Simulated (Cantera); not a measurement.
Feed: 1 mol Pb, 0.029 mol O2, 0.2 mol H2, held at 598.15 K and 1 atm.

Equilibrium computed with Cantera from the NASA thermochemical tables; the gas is ideal and each condensed phase is pure. Candidate condensed phases: H2O, Pb, PbO, PbO2, Pb3O4; 12 gas species. Rates play no part.

Question: What is the equilibrium state?

Answer: x(H2): 0.710
x(H2O): 0.290
n(Pb(s)): 1.00 mol
gas amount: 0.2000 mol
log10 activity of PbO2(s) (absent): -24.46
log10 activity of Pb3O4(s) (absent): -33.82
